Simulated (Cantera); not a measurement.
# HMDSO + O3 + N2 (silicon oxide and oxynitride deposition)

A closed system holds: 1 mol HMDSO, 5.6 mol O3, 3.6 mol N2, at 0.630 bar.

Cantera equilibrium calculation (NASA polynomials, part measured and part estimated; ideal gas, pure solids and liquids). Candidate condensed phases: C, C6H6, C7H8, C8H18, H2O, Si, SiC, SiO2, Si2N2O, Si3N4; 151 gas species. The feed counts by its element totals alone. Rates play no part.

From 598 K to 748 K the condensed part is C(graphite) + SiO2(α-quartz). At 798 K the condensed part is SiO2(α-quartz). From 848 K to 1048 K the condensed part is SiO2(β-quartz).

```csv
T (K),x H2O,x CO2,x H2,x N2,x CO,x CH4,x NH3,n C(graphite),n SiO2(α-quartz),n SiO2(β-quartz)
598,0.394,0.254,0.0356,0.236,0.000789,0.0795,8.83e-5,0.893,2.00,0
648,0.358,0.263,0.0669,0.232,0.00309,0.0769,0.000101,0.665,2.00,0
698,0.316,0.270,0.111,0.225,0.00987,0.0686,0.000106,0.444,2.00,0
748,0.266,0.270,0.164,0.217,0.0267,0.0562,0.000102,0.154,2.00,0
798,0.230,0.254,0.218,0.207,0.0564,0.0348,8.92e-5,0,2.00,0
848,0.214,0.229,0.256,0.199,0.0887,0.0131,6.88e-5,0,0,2.00
898,0.215,0.210,0.265,0.195,0.111,0.00312,4.68e-5,0,0,2.00
948,0.224,0.197,0.259,0.194,0.126,0.000645,3.06e-5,0,0,2.00
998,0.234,0.186,0.250,0.194,0.137,0.000144,2.04e-5,0,0,2.00
1048,0.243,0.176,0.240,0.194,0.147,3.63e-5,1.40e-5,0,0,2.00
```
x: gas mole fraction; n: condensed amount in mol.
